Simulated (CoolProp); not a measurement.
A single-stage vapour-compression cycle with R245ca: evaporating at 306.15 K (dew point), condensing at 346.15 K (bubble point), superheat 10 K, subcooling 0 K, compressor efficiency 0.7, no pressure losses. Each further row changes one setting.

Computed with CoolProp (reference Helmholtz-energy equation of state, Zhou 2016).

```tsv
case	cooling COP	pressure ratio	discharge temperature (K)	refrigerating effect (kJ/kg)	volumetric capacity (kJ/m³)
as stated	4.45	3.50	356.6	152	1100
evaporating temperature 311.15 K	5.30	?	?	156	1330
condensing temperature 341.15 K	5.25	3.05	352.0	159	1150
subcooling 5 K	?	3.50	356.6	159	1150
superheat 20 K	?	3.50	?	?	1120
compressor efficiency 0.6	3.82	3.50	361.9	152	1100
```

Question: Some entries are withheld; supply them.

Answer: 
- evaporating temperature 311.15 K, pressure ratio: 2.93
- evaporating temperature 311.15 K, discharge temperature (K): 356.2
- subcooling 5 K, cooling COP: 4.67
- superheat 20 K, cooling COP: 4.56
- superheat 20 K, discharge temperature (K): 366.7
- superheat 20 K, refrigerating effect (kJ/kg): 162
